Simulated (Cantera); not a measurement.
## Ignition delay

Mixture: 17.5 % CH4, 0.824 % CO, 22.1 % O2, 59.6 % N2, at 9.40 bar, adiabatic and at constant volume. Ignition delay is the time to a rise of 400 K.

Cantera simulation using GRI-Mech 3.0 (53 species, 325 reactions); the numbers are that mechanism's predictions, not measurements.

```
T0 (K)  delay (ms)
------  ----------
1250          2.72
1300          1.49
1350         0.840
1400         0.486
1450         0.287
1500         0.174
1550         0.108
```

```yaml
apparent activation energy between 1450 and 1550 K: 180 kJ/mol
```
